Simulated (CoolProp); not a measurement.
Water along the isotherm 437.35 °C: Z from the reference equation and from simpler models built on Tc = 373.9 °C, pc = 22.06 MPa, ω = 0.344; each cubic takes its own stable root.

Model: reference Helmholtz-energy equation of state, Wagner 2002, in CoolProp.

| p (MPa) | phase | reference | van der Waals | Redlich-Kwong | Soave-Redlich-Kwong | Peng-Robinson |
|---|---|---|---|---|---|---|
| 0.174 | gas | 0.9982 | 0.9981 | 0.9980 | 0.9981 | 0.9978 |
| 0.331 | gas | 0.9965 | 0.9964 | 0.9961 | 0.9964 | 0.9958 |
| 0.627 | gas | 0.9934 | 0.9933 | 0.9926 | 0.9931 | 0.9921 |
| 1.19 | gas | 0.9874 | 0.9871 | 0.9859 | 0.9868 | 0.9850 |
| 2.25 | gas | 0.9759 | 0.9755 | 0.9732 | 0.9750 | 0.9715 |
| 4.27 | gas | 0.9532 | 0.9526 | 0.9484 | 0.9520 | 0.9454 |
| 8.1 | gas | 0.9076 | 0.9066 | 0.8995 | 0.9069 | 0.8948 |
| 15.3 | gas | 0.8111 | 0.8079 | 0.7986 | 0.8159 | 0.7945 |
| 29.1 | supercritical | 0.5744 | 0.5159 | 0.5521 | 0.6135 | 0.5822 |
| 55.2 | supercritical | 0.3438 | 0.5226 | 0.4621 | 0.4996 | 0.4597 |
